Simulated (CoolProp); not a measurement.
A Linde-Hampson liquefier for ethylene: isothermal reversible compression at 320 K from 1 atm to 30 MPa, throttling to 1 atm, return gas leaving the recuperator 2 K below the feed. Each further row changes one setting.

Model: reference Helmholtz-energy equation of state, Smukala 2000, in CoolProp.

```json
[
 {"case": "as stated", "liquid yield per pass": "0.426", "compression work (kJ/kg of gas)": "444"},
 {"case": "high pressure 60 MPa", "liquid yield per pass": "0.407", "compression work (kJ/kg of gas)": "513"},
 {"case": "warm-end temperature 350 K", "liquid yield per pass": "0.354", "compression work (kJ/kg of gas)": "512"},
 {"case": "warm-end gap 7 K", "liquid yield per pass": "0.420", "compression work (kJ/kg of gas)": "444"}
]
```
